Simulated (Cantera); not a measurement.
## Equilibrium for silicon nitride deposition: SiHCl3 + N2 + H2

A closed system holds: 1 mol SiHCl3, 14 mol N2, a varied amount of H2, equilibrated at 1250 K and 2.70 mbar.

These are equilibrium values from Cantera (NASA tables, ideal gas, pure condensed phases), not measurements of a reactor. Candidate condensed phases: NH4Cl, Si, Si3N4; 28 gas species. N2 is the only nitrogen source here; it is nearly inert below about 1500 K, so the nitride shown seldom forms there in practice. The tables' values for SiCl3 are old estimates; treat these amounts as uncertain. Equilibrium is a limit: real reactors are often held back by kinetics, nucleation or transport.

```tsv
n(H2) (mol)	log p N2	log p H2	log p HCl	log p SiCl4	log p SiCl2	log p SiCl3	log p SiHCl3	log p H	n Si3N4(s)
2.1	-2.68	-3.72	-3.37	-5.14	-5.44	-5.72	-6.93	-8.17	0.305
2.9	-2.70	-3.53	-3.37	-5.49	-5.61	-5.97	-7.09	-8.08	0.318
4.1	-2.73	-3.36	-3.39	-5.88	-5.80	-6.27	-7.30	-8.00	0.325
5.8	-2.77	-3.21	-3.42	-6.28	-5.99	-6.56	-7.52	-7.92	0.328
8.2	-2.82	-3.08	-3.47	-6.69	-6.17	-6.86	-7.75	-7.86	0.330
12	-2.88	-2.96	-3.53	-7.13	-6.38	-7.18	-8.02	-7.80	0.331
16	-2.94	-2.89	-3.59	-7.48	-6.53	-7.43	-8.23	-7.76	0.332
23	-3.03	-2.81	-3.68	-7.93	-6.72	-7.75	-8.51	-7.72	0.332
33	-3.13	-2.75	-3.78	-8.39	-6.92	-8.08	-8.81	-7.69	0.333
```
log p: log10 of the partial pressure in bar; n: condensed amount in mol.

From 2.1 mol H2 to 33 mol H2 the condensed part is Si3N4(s). The main Si-bearing gas is SiCl4 at 2.1 mol H2 and SiCl2 at 33 mol H2. The share of Si in condensed phases is highest at 33 mol H2 (99.8 %) and lowest at 2.1 mol H2 (91.6 %).
